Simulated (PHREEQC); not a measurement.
2.4 g of hydrous ferric oxide (600 m²/g; 0.2 weak and 0.005 strong sites per Fe, Dzombak-Morel constants, diffuse double layer) in 1 kg of water with 0.3 mol/kgw of an inert sodium salt and 0.0002 mol Na2SeO4, at 25 °C; the pH is set by adding NaOH or the inert anion's acid. O2 is buffered at 0.21 atm. No CO2 enters from the air. Precipitation was switched off in this run.

The series has 13 steps of pH, from 4 to 12.

Equilibrium calculation in PHREEQC: ion-association model, wateq4f.dat.

Near which pH is half of the Se sorbed, and on which side is more sorbed?

Near pH 6.5, with more sorbed at lower pH.

Complexes and solids missing from the database can't appear.
